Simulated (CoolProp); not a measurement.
Vapour-liquid equilibrium of propane (1) + R227EA (2) at 0.111 MPa; x and y are mole fractions of (1).

Model: multi-fluid Helmholtz-energy mixture model, Lemmon 2009 and Lemmon 2016; pair parameters Bell 2016, in CoolProp.

Problem. Give the bubble temperature and the first vapour's composition at x = 0.2, 0.8, 0.95. Is there an azeotrope?

Solution. x = 0.2: -35.5 °C, y = 0.680; x = 0.8: -41.2 °C, y = 0.826; x = 0.95: -40.8 °C, y = 0.925. y crosses x between x = 0.8 and 0.95: the model has an azeotrope there.

The pair parameters rest on a limited set of measurements; away from them the model extrapolates. With so large a gap from Raoult's law the liquid may split in two, which this calculation doesn't test in full.
